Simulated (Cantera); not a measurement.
Cantera with NASA thermochemical tables; ideal gases at 1 bar, condensed phases pure. Values are per mole of reaction as written; species without (g) are pure solids or liquids, kept so even where they would boil at 1 bar.

9 H₂(g) + 8 Cr + 6 NO₂(g) → 4 Cr₂O₃ + 6 NH₃(g)

```json
[
 {"T (K)": "950", "ΔH° (kJ)": "-5026.2", "ΔS° (J/K)": "-1339.8", "ΔG° (kJ)": "-3753.4", "log10 K": "206.37"},
 {"T (K)": "1050", "ΔH° (kJ)": "-5026.1", "ΔS° (J/K)": "-1339.7", "ΔG° (kJ)": "-3619.5", "log10 K": "180.06"},
 {"T (K)": "1150", "ΔH° (kJ)": "-5026.4", "ΔS° (J/K)": "-1339.9", "ΔG° (kJ)": "-3485.5", "log10 K": "158.31"},
 {"T (K)": "1250", "ΔH° (kJ)": "-5027.2", "ΔS° (J/K)": "-1340.6", "ΔG° (kJ)": "-3351.5", "log10 K": "140.05"},
 {"T (K)": "1350", "ΔH° (kJ)": "___", "ΔS° (J/K)": "___", "ΔG° (kJ)": "___", "log10 K": "___"},
 {"T (K)": "1450", "ΔH° (kJ)": "___", "ΔS° (J/K)": "___", "ΔG° (kJ)": "___", "log10 K": "___"},
 {"T (K)": "1550", "ΔH° (kJ)": "-5034.4", "ΔS° (J/K)": "-1345.6", "ΔG° (kJ)": "-2948.7", "log10 K": "99.37"},
 {"T (K)": "1650", "ΔH° (kJ)": "___", "ΔS° (J/K)": "___", "ΔG° (kJ)": "___", "log10 K": "___"},
 {"T (K)": "1750", "ΔH° (kJ)": "-5044.2", "ΔS° (J/K)": "-1351.5", "ΔG° (kJ)": "-2679.0", "log10 K": "79.96"},
 {"T (K)": "1850", "ΔH° (kJ)": "-5050.8", "ΔS° (J/K)": "-1355.2", "ΔG° (kJ)": "-2543.6", "log10 K": "71.82"},
 {"T (K)": "1950", "ΔH° (kJ)": "-5058.6", "ΔS° (J/K)": "-1359.3", "ΔG° (kJ)": "-2407.9", "log10 K": "64.50"}
]
```

Question: What belongs in the gaps?

Answer: 
- 1350, ΔH° (kJ): -5028.7
- 1350, ΔS° (J/K): -1341.7
- 1350, ΔG° (kJ): -3217.3
- 1350, log10 K: 124.48
- 1450, ΔH° (kJ): -5031.1
- 1450, ΔS° (J/K): -1343.4
- 1450, ΔG° (kJ): -3083.1
- 1450, log10 K: 111.06
- 1650, ΔH° (kJ): -5038.7
- 1650, ΔS° (J/K): -1348.3
- 1650, ΔG° (kJ): -2814.0
- 1650, log10 K: 89.08
